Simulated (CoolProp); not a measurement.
The numbers come from the reference Helmholtz-energy equation of state, Penoncello 2003 in CoolProp.

Problem. Give the vapour pressure (kPa), enthalpy of vaporisation (kJ/kg), liquid cp (kJ/(kg K)), vapour viscosity (µPa s) of saturated CHF3 (R23) at -137.95, -99.75, -69.25 °C.

Solution. 
```json
[
 {"T (°C)": "-137.95", "p (kPa)": "0.786", "enthalpy of vaporisation (kJ/kg)": "281", "liquid cp (kJ/(kg K))": "1.19", "vapour viscosity (µPa s)": "6.34"},
 {"T (°C)": "-99.75", "p (kPa)": "32.1", "enthalpy of vaporisation (kJ/kg)": "253", "liquid cp (kJ/(kg K))": "1.21", "vapour viscosity (µPa s)": "8.50"},
 {"T (°C)": "-69.25", "p (kPa)": "201", "enthalpy of vaporisation (kJ/kg)": "228", "liquid cp (kJ/(kg K))": "1.26", "vapour viscosity (µPa s)": "10.2"}
]
```

Viscosity comes from a separate model (Shan 2000).
